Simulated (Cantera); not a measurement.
# Equilibrium for silicon epitaxy and polysilicon growth: Si₂Cl₆ + Cl₂ + H₂

Input: 1 mol Si₂Cl₆, 0.51 mol Cl₂, 120 mol H₂, equilibrated at 0.0133 bar.

Cantera equilibrium calculation (NASA polynomials, part measured and part estimated; ideal gas, pure solids and liquids). Candidate condensed phases: Si; 19 gas species. The feed counts by its element totals alone. The tables' values for SiCl₃, SiCl are old estimates; treat these amounts as uncertain. The numbers say what is thermodynamically allowed, not how fast it happens.

```json
[
 {"T (K)": "923", "log p H₂": "-1.89", "log p HCl": "-3.90", "log p SiCl₄": "-3.91", "log p SiCl₂": "-5.75", "n Si(s)": "0.413"},
 {"T (K)": "998", "log p H₂": "-1.89", "log p HCl": "-3.62", "log p SiCl₄": "-4.02", "log p SiCl₂": "-5.13", "n Si(s)": "0.655"},
 {"T (K)": "1073", "log p H₂": "-1.89", "log p HCl": "-3.42", "log p SiCl₄": "-4.23", "log p SiCl₂": "-4.66", "n Si(s)": "0.936"},
 {"T (K)": "1148", "log p H₂": "-1.90", "log p HCl": "-3.30", "log p SiCl₄": "-4.61", "log p SiCl₂": "-4.35", "n Si(s)": "1.16"},
 {"T (K)": "1223", "log p H₂": "-1.90", "log p HCl": "-3.24", "log p SiCl₄": "-5.18", "log p SiCl₂": "-4.20", "n Si(s)": "1.25"},
 {"T (K)": "1298", "log p H₂": "-1.90", "log p HCl": "-3.23", "log p SiCl₄": "-5.82", "log p SiCl₂": "-4.14", "n Si(s)": "1.26"},
 {"T (K)": "1373", "log p H₂": "-1.90", "log p HCl": "-3.23", "log p SiCl₄": "-6.43", "log p SiCl₂": "-4.10", "n Si(s)": "1.24"},
 {"T (K)": "1448", "log p H₂": "-1.90", "log p HCl": "-3.23", "log p SiCl₄": "-6.99", "log p SiCl₂": "-4.08", "n Si(s)": "1.21"},
 {"T (K)": "1523", "log p H₂": "-1.90", "log p HCl": "-3.24", "log p SiCl₄": "-7.49", "log p SiCl₂": "-4.06", "n Si(s)": "1.18"},
 {"T (K)": "1598", "log p H₂": "-1.90", "log p HCl": "-3.24", "log p SiCl₄": "-7.96", "log p SiCl₂": "-4.05", "n Si(s)": "1.16"}
]
```
log p: log10 of the partial pressure in bar; n: condensed amount in mol.

From 923 K to 1598 K the condensed part is Si(s). The main Si-bearing gas is SiCl₄ at 923 K and SiCl₂ at 1598 K. The share of Si in condensed phases is highest at 1298 K (62.8 %) and lowest at 923 K (20.6 %).
